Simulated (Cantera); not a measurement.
An isothermal, constant-pressure homogeneous reactor starts with C₂H₄ : H₂ = 1 : 36 (molar parts), at 1648 K and 750 Torr.

Detailed kinetics in Cantera: GRI-Mech 3.0 (53 species, 325 reactions). GRI-Mech 3.0 was tuned for natural gas; its chemistry of ethylene as a main component is partial and can be far from experiment. GRI-Mech 3.0 stops at C3 and has no aromatics, soot or wall deposition, so with more carbon than oxygen in the feed, carbon stays in small species such as C2H2 where larger ones or solid carbon would form.

x: mole fraction; the columns are a selection and need not sum to one.

| t (s) | x C₂H₄ | x H₂ | x C₂H₂ | x CH₄ | x H | x CH₂ | x C₂H |
|---|---|---|---|---|---|---|---|
| 8.00e-6 | 0.0270 | 0.973 | 2.94e-5 | 3.64e-10 | 2.50e-7 | 3.74e-12 | <1e-12 |
| 3.33e-5 | 0.0269 | 0.973 | 0.000125 | 2.09e-8 | 1.06e-6 | 1.75e-11 | <1e-12 |
| 0.000139 | 0.0264 | 0.973 | 0.000570 | 1.24e-6 | 5.38e-6 | 8.89e-11 | 1.36e-11 |
| 0.000577 | 0.0225 | 0.973 | 0.00434 | 9.16e-5 | 6.35e-5 | 9.26e-10 | … |
| 0.00240 | 0.00474 | 0.973 | 0.0213 | 0.000884 | 0.000114 | 5.98e-10 | … |
| 0.00999 | 0.00167 | 0.973 | 0.0239 | 0.00155 | 0.000114 | 5.48e-10 | … |
| 0.0416 | 0.00161 | 0.972 | 0.0230 | 0.00362 | 0.000105 | 9.46e-10 | … |
| 0.173 | 0.00140 | 0.968 | 0.0201 | 0.0102 | 9.43e-5 | 2.00e-9 | … |
| 0.721 | 0.00108 | 0.963 | 0.0153 | 0.0209 | 8.85e-5 | 3.53e-9 | 6.09e-9 |
| 3.00 | 0.00103 | 0.962 | 0.0146 | 0.0226 | 8.79e-5 | 3.76e-9 | 5.76e-9 |

Problem. Complete the blanks.

Solution. 
- 0.000577, x C₂H: 1.22e-9
- 0.00240, x C₂H: 1.08e-8
- 0.00999, x C₂H: 1.21e-8
- 0.0416, x C₂H: 1.07e-8
- 0.173, x C₂H: 8.44e-9
